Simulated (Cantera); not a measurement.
Input (Python, Cantera) and output of one run.

```python
import numpy as np
import cantera as ct

gas_names = [...]  # 110 gases of nasa_gas.yaml made of C, F, H
cond_names = """
    C(gr) C6H6(L) C7H8(L) C8H18(L),n-octa
""".split()


# ... load() reads the species with a 1 bar reference pressure and builds the phases ...
atoms = {
    'c-C4F8': {'C': 4, 'F': 8},
    'H2': {'H': 2},
}
top_T = {'C(gr)': 4500}  # K; cautious upper limits of use, not melting points


# ... equilibrate(T, P, feed) seeds the gas with the atoms and calls Mixture.equilibrate('TP', solver="vcs", rtol=1e-11, max_steps=5000) ...
results = []
feed = {'c-C4F8': 1, 'H2': 0.16}  # mol
P = 100  # Pa
for T in [3000, 3500, 4000, 4500, 5000]:
    mix = equilibrate(T, P, feed)
    results.append((T, P, feed, dict(zip(mix.species_names, mix.species_moles))))
    x = sorted(zip(gas.X, gas.species_names), reverse=True)
    print(f"T = {T:g} K  P = {P:g} Pa  gas = {mix.phase_moles(0):.4g} mol")
    print("   x: " + "  ".join(f"{s} {v:.3e}" for v, s in x if v > 0.001))
    print("   condensed (mol): " + ("  ".join(f"{mix.phase(i).name} {mix.phase_moles(i):.4g}"
          for i in range(1, mix.n_phases) if mix.phase_moles(i) > 1e-12) or "none"))
```

It prints:

```
T = 3000 K  P = 100 Pa  gas = 9.428 mol
   x: F 7.562e-01  C3 9.789e-02  CF 5.945e-02  C 3.444e-02  HF 2.816e-02  C2 1.463e-02  H 5.747e-03  CF2 2.350e-03
   condensed (mol): none
T = 3500 K  P = 100 Pa  gas = 11.49 mol
   x: F 6.774e-01  C 2.419e-01  H 2.433e-02  C2 2.171e-02  C3 1.578e-02  CF 1.534e-02  HF 3.507e-03
   condensed (mol): none
T = 4000 K  P = 100 Pa  gas = 12.26 mol
   x: F 6.505e-01  C 3.187e-01  H 2.583e-02  C2 2.714e-03  CF 1.753e-03
   condensed (mol): none
T = 4500 K  P = 100 Pa  gas = 12.31 mol
   x: F 6.493e-01  C 3.236e-01  H 2.595e-02
   condensed (mol): none
T = 5000 K  P = 100 Pa  gas = 12.33 mol
   x: F 6.487e-01  C 3.231e-01  H 2.594e-02  Electron 1.050e-03  C+ 1.042e-03
   condensed (mol): none
```

Equilibrium computed with Cantera from the NASA thermochemical tables; the gas is ideal and each condensed phase is pure. The feed counts by its element totals alone.
